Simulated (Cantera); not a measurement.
A freely propagating, adiabatic, planar premixed flame of H2 : O2 : N2 = 1 : 0.417 : 1.57 (molar parts), unburnt at 675 K and 1.50 bar; mixture-averaged transport, grid criteria slope 0.08 and curve 0.16, no radiation.

Computed with Cantera and the H2/O2 subset of GRI-Mech 3.0, which has no nitrogen chemistry. Burning velocities carry a grid error of a few per cent, more on coarse grids.

x: mole fraction of selected species; z is measured from the peak of heat release.

| z (mm) | T (K) | u (m/s) | x H2 | x O2 | x H | x H2O | x H2O2 | x O |
|---|---|---|---|---|---|---|---|---|
| -0.875 | 675 | 10.5 | 0.335 | 0.140 | <1e-8 | <1e-8 | <1e-8 | <1e-8 |
| -0.584 | 675 | 10.5 | 0.335 | 0.140 | <1e-8 | <1e-8 | <1e-8 | <1e-8 |
| -0.438 | 675 | 10.5 | 0.335 | 0.140 | <1e-8 | <1e-8 | <1e-8 | <1e-8 |
| -0.292 | 675 | 10.5 | 0.335 | 0.140 | 7.63e-8 | 7.56e-8 | <1e-8 | <1e-8 |
| -0.146 | 686 | 10.6 | 0.332 | 0.140 | 0.000189 | 0.000456 | ? | 7.71e-6 |
| -0.0729 | 861 | 13.1 | 0.303 | 0.135 | 0.00663 | 0.0160 | ? | 0.000382 |
| 0 | 1306 | 19.2 | 0.191 | 0.0930 | 0.0448 | 0.106 | ? | 0.00587 |
| 0.0729 | 1633 | 23.7 | 0.0950 | 0.0345 | 0.0725 | 0.211 | ? | 0.0112 |
| 0.146 | 1786 | 25.7 | 0.0764 | 0.0191 | 0.0697 | 0.239 | ? | 0.0113 |
| 0.292 | 1946 | 27.7 | 0.0753 | 0.0142 | 0.0568 | 0.251 | ? | 0.00966 |
| 0.584 | 2110 | 29.6 | 0.0755 | 0.0110 | 0.0428 | 0.263 | ? | 0.00732 |
| 1.17 | 2269 | 31.5 | 0.0740 | 0.00783 | 0.0303 | 0.276 | ? | 0.00491 |
| 2.33 | 2405 | 33.0 | 0.0712 | 0.00502 | 0.0203 | 0.289 | ? | 0.00292 |

Problem. Some entries are withheld; supply them.

Solution. 
- -0.146, x H2O2: 1.80e-6
- -0.0729, x H2O2: 1.15e-5
- 0, x H2O2: 5.85e-6
- 0.0729, x H2O2: 2.87e-6
- 0.146, x H2O2: 1.71e-6
- 0.292, x H2O2: 9.39e-7
- 0.584, x H2O2: 5.37e-7
- 1.17, x H2O2: 3.41e-7
- 2.33, x H2O2: 2.42e-7
